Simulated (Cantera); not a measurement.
Carbon deposition, reforming and gasification: C₂H₄ + H₂O + H₂

Feed: 1 mol C₂H₄, 4.4 mol H₂O, 2 mol H₂, equilibrated at 53.0 bar.

Cantera equilibrium calculation (NASA polynomials, part measured and part estimated; ideal gas, pure solids and liquids). Candidate condensed phases: C, C₆H₆, C₇H₈, C₈H₁₈, H₂O; 110 gas species. The ideal-gas law is rough above about 30 bar. Rates play no part.

From 773 K to 2573 K nothing is condensed. The main C-bearing gas is CH₄ at 773 K and CO at 2573 K.

| T (K) | x H₂O | x H₂ | x CH₄ | x CO | x CO₂ |
|---|---|---|---|---|---|
| 773 | 0.608 | 0.0944 | 0.274 | 0.000699 | 0.0231 |
| 923 | 0.503 | 0.220 | 0.219 | 0.0102 | 0.0475 |
| 1073 | 0.372 | 0.383 | 0.135 | 0.0532 | 0.0560 |
| 1223 | 0.263 | 0.526 | 0.0500 | 0.120 | 0.0412 |
| 1373 | 0.217 | 0.587 | 0.00977 | 0.158 | 0.0283 |
| 1523 | 0.211 | 0.596 | 0.00160 | 0.169 | 0.0223 |
| 1673 | 0.213 | 0.595 | 0.000330 | 0.173 | 0.0187 |
| 1823 | 0.215 | 0.593 | 8.73e-5 | 0.176 | 0.0163 |
| 1973 | 0.216 | 0.591 | 2.85e-5 | 0.178 | 0.0145 |
| 2123 | 0.218 | 0.590 | 1.10e-5 | 0.179 | 0.0132 |
| 2273 | 0.218 | 0.588 | 4.83e-6 | 0.180 | 0.0121 |
| 2423 | 0.219 | 0.587 | 2.37e-6 | 0.181 | 0.0113 |
| 2573 | 0.219 | 0.585 | 1.27e-6 | 0.181 | 0.0106 |
x: gas mole fraction; nothing condenses.
